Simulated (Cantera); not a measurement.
Cantera run, input and output.

```python
import numpy as np
import cantera as ct

gas = ct.Solution("gri30.yaml")


def delay(T, t_max=10):
    gas.TPX = T, 1600000, {'CH4': 0.43, 'CO': 0.27, 'O2': 4.03, 'N2': 15.1}
    reactor = ct.IdealGasReactor(gas, clone=False)
    net = ct.ReactorNet([reactor])
    net.rtol, net.atol = 1e-8, 1e-16
    while net.time < t_max:
        t_old, T_old = net.time, reactor.T
        net.step()
        if reactor.T > T + 400:  # ignition: a rise of 400 K
            return t_old + (T + 400 - T_old) / (reactor.T - T_old) * (net.time - t_old)
    return np.nan


taus = []
for T in [1223, 1298, 1373, 1448, 1523, 1598]:
    taus.append(delay(T))
    print(f"T0 = {T:6g} K   tau = {taus[-1]:.4e} s")
```

Result:

```
T0 =   1223 K   tau = 1.4889e-03 s
T0 =   1298 K   tau = 5.8605e-04 s
T0 =   1373 K   tau = 2.5850e-04 s
T0 =   1448 K   tau = 1.2524e-04 s
T0 =   1523 K   tau = 6.5651e-05 s
T0 =   1598 K   tau = 3.6789e-05 s
```

Cantera simulation using GRI-Mech 3.0 (53 species, 325 reactions); the numbers are that mechanism's predictions, not measurements. The pressure lies above the range GRI-Mech 3.0 was tuned for (to about 10 atm).
